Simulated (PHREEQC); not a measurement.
0.1 mol of Cu(OH)2 (Cu(OH)2) is brought to equilibrium with 1 kg of water, with rising amounts of CsF, at 25 °C. O2 is buffered at 0.21 atm. CO2 from the air is kept out. Solids allowed: Cu(OH)2, CuF2:2H2O. Others were left out.

Model: ion-association model, wateq4f.dat, run in PHREEQC.

Predict pH at CsF added (mol) = 0, 0.0333, 0.0833, 0.1.


| CsF added (mol) | pH |
|---|---|
| 0 | 7.69 |
| 0.0333 | 7.91 |
| 0.0833 | 8.05 |
| 0.1 | 8.08 |

The database's constant for dissolved Cu(OH)2 is higher than later reviews accept.
